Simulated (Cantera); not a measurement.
A closed system holds: 1 mol CO, 0.32 mol O₂, equilibrated at 2052 °C and 19.0 bar.

Equilibrium computed with Cantera from the NASA thermochemical tables; the gas is ideal and each condensed phase is pure. Candidate condensed phases: C; 12 gas species. Rates play no part.

Base state: CO₂ 0.640, CO 0.360, O₂ 3.07e-5 (mole fractions); condensed: gas only.

Problem. What changes in the equilibrium state with this change: temperature from 2052 °C to 2602 °C?

Solution. 
| species | before | after |
|---|---|---|
| CO₂ | 0.640 | 0.621 |
| CO | 0.360 | 0.371 |
| O₂ | 3.07e-5 | 0.00627 |
| O | 7.29e-6 | 0.00132 |

Problem. What changes in the equilibrium state with this change: O₂ from 0.32 to 0.46 mol?

Solution. 
| species | before | after |
|---|---|---|
| CO₂ | 0.640 | 0.916 |
| CO | 0.360 | 0.0824 |
| O₂ | 3.07e-5 | 0.00120 |
| O | 7.29e-6 | 4.56e-5 |

Problem. What changes in the equilibrium state with this change: CO replaced by CH₃OH?

Solution. 
| species | before | after |
|---|---|---|
| H₂ | 0 | 0.474 |
| CO | 0.360 | 0.311 |
| H₂O | 0 | 0.191 |
| CO₂ | 0.640 | 0.0220 |
| H | 0 | 0.00174 |
| OH | 0 | 0.000117 |
| O₂ | 3.07e-5 | 4.88e-8 |
Further candidate phases: C₆H₆, C₇H₈, C₈H₁₈, H₂O.
